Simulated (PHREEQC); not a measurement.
A solution holds 0.0031 mol PbCl2, 0.19 mol K2SO4, 0.27 mol KHSO4 and 6.1e-05 mol Na2SiO3 per kg of water, at 87 °C. Closed to the air; pH follows from the charge balance.

Computed with PHREEQC (ion-association model, phreeqc.dat).

No solid was allowed to form.

### Question
What pH, ionic strength, specific conductance does the model give?

### Answer
pH 1.63; ionic strength 0.661 mol/kgw; specific conductance 135000 µS/cm.

### Question
In which forms is Pb present?

### Answer
PbSO4 51 %, Pb+2 27 %, Pb(SO4)2-2 17 %, PbCl+ 5.1 % of the Pb.

Saturation is exceeded, for instance for Anglesite; the values hold only as long as no solid forms. Complexes and solids missing from the database can't appear. Away from 25 °C the constants follow the database's enthalpies or fits; those with neither stay at their 25 °C values.
